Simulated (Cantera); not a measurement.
Cantera run:

```python
import numpy as np
import cantera as ct

gas_names = """
    Fe FeO N NO NO2 NO3 N2 N2O O O2 O3 S SN SO SO2 SO3 S2 S2O S8
""".split()
cond_names = """
    Fe(a) Fe(c) Fe(d) Fe(L) FeO(s) FeO(L) FeS(a) FeS(b) FeS(c) FeS(L) FeSO4(s) FeS2(s) Fe2O3(s)
    Fe2S3O12(s) Fe3O4(s) S(cr1) S(cr2) S(L)
""".split()


def load(file, names, dense=False):
    # The tables refer to 1 bar. Condensed volumes are neglected.
    table = {s.name: s for s in ct.Species.list_from_file(file)}
    out = []
    for n in names:
        d = dict(table[n].input_data)
        d["thermo"] = dict(d["thermo"], **{"reference-pressure": 1e5})
        if dense:
            d["equation-of-state"] = {"model": "constant-volume", "density": "1e6 g/cm^3"}
        out.append(ct.Species.from_dict(d))
    return out


gas = ct.Solution(thermo="ideal-gas", species=load("nasa_gas.yaml", gas_names))
cond = {s.name: ct.Solution(thermo="fixed-stoichiometry", species=[s], name=s.name)
        for s in load("nasa_condensed.yaml", cond_names, dense=True)}
atoms = {
    'FeS2': {'Fe': 1, 'S': 2},
    'SO3': {'S': 1, 'O': 3},
    'N2': {'N': 2},
}
top_T = {'FeSO4(s)': 950, 'FeS2(s)': 1010, 'Fe2O3(s)': 1830, 'Fe2S3O12(s)': 1100, 'Fe3O4(s)': 1870}  # K; cautious upper limits of use, not melting points


def equilibrate(T, P, feed):
    n = {}
    for name, mol in feed.items():
        for a, k in atoms[name].items():
            n[a] = n.get(a, 0.0) + k * mol
    gas.TPX = T, P, n
    mass = sum(n.values()) * gas.mean_molecular_weight
    gas.equilibrate("TP")
    valid = [c for c in cond.values() if c.min_temp <= T <= top_T.get(c.name, c.max_temp)]
    mix = ct.Mixture([(gas, mass / gas.mean_molecular_weight)] + [(c, 0.0) for c in valid])
    mix.T, mix.P = T, P
    mix.equilibrate("TP", solver="vcs", rtol=1e-11, max_steps=5000)
    return mix


results = []
feed = {'FeS2': 1, 'SO3': 1.2, 'N2': 3}  # mol
P = 1400  # Pa
for T in [875, 975, 1075, 1175, 1275, 1375, 1475, 1575, 1675]:
    mix = equilibrate(T, P, feed)
    results.append((T, P, feed, dict(zip(mix.species_names, mix.species_moles))))
    x = sorted(zip(gas.X, gas.species_names), reverse=True)
    print(f"T = {T:g} K  P = {P:g} Pa  gas = {mix.phase_moles(0):.4g} mol")
    print("   x: " + "  ".join(f"{s} {v:.3e}" for v, s in x if v > 0.0001))
    print("   condensed (mol): " + ("  ".join(f"{mix.phase(i).name} {mix.phase_moles(i):.4g}"
          for i in range(1, mix.n_phases) if mix.phase_moles(i) > 1e-12) or "none"))
```

It prints:

```
T = 875 K  P = 1400 Pa  gas = 4.999 mol
   x: N2 6.002e-01  SO2 3.595e-01  S2 3.916e-02  S2O 1.131e-03
   condensed (mol): FeS(c) 1
T = 975 K  P = 1400 Pa  gas = 4.999 mol
   x: N2 6.002e-01  SO2 3.595e-01  S2 3.920e-02  S2O 1.071e-03
   condensed (mol): FeS(c) 1
T = 1075 K  P = 1400 Pa  gas = 4.999 mol
   x: N2 6.001e-01  SO2 3.595e-01  S2 3.920e-02  S2O 1.025e-03  SO 1.419e-04
   condensed (mol): FeS(c) 1
T = 1175 K  P = 1400 Pa  gas = 5.011 mol
   x: N2 5.987e-01  SO2 3.491e-01  S2 5.053e-02  S2O 1.178e-03  SO 4.739e-04
   condensed (mol): FeS(c) 0.9301  Fe3O4(s) 0.02328
T = 1275 K  P = 1400 Pa  gas = 5.065 mol
   x: N2 5.923e-01  SO2 3.281e-01  S2 7.670e-02  S2O 1.515e-03  SO 1.352e-03
   condensed (mol): FeO(s) 0.2613  FeS(c) 0.7387
T = 1375 K  P = 1400 Pa  gas = 5.161 mol
   x: N2 5.813e-01  SO2 2.844e-01  S2 1.289e-01  SO 3.297e-03  S2O 2.029e-03
   condensed (mol): FeO(s) 0.6367  FeS(c) 0.3633
T = 1475 K  P = 1400 Pa  gas = 5.256 mol
   x: N2 5.708e-01  SO2 2.428e-01  S2 1.772e-01  SO 6.774e-03  S2O 2.326e-03  S 1.078e-04
   condensed (mol): FeO(s) 1
T = 1575 K  P = 1400 Pa  gas = 5.264 mol
   x: N2 5.699e-01  SO2 2.395e-01  S2 1.755e-01  SO 1.257e-02  S2O 2.247e-03  S 3.301e-04
   condensed (mol): FeO(s) 1
T = 1675 K  P = 1400 Pa  gas = 5.278 mol
   x: N2 5.684e-01  SO2 2.345e-01  S2 1.725e-01  SO 2.153e-02  S2O 2.155e-03  S 8.816e-04
   condensed (mol): FeO(L) 0.9998
```

These are equilibrium values from Cantera (NASA tables, ideal gas, pure condensed phases), not measurements of a reactor. Metal and sulfide melt together well below either melting point, which pure phases cannot show. Mutual solubility and eutectic melting of coexisting phases are not modelled. The tables' stoichiometric FeO is somewhat more stable than real wüstite, so its field is too wide. FeO, FeS: taken at fixed stoichiometry. Gases not in the tables: S3 to S7.
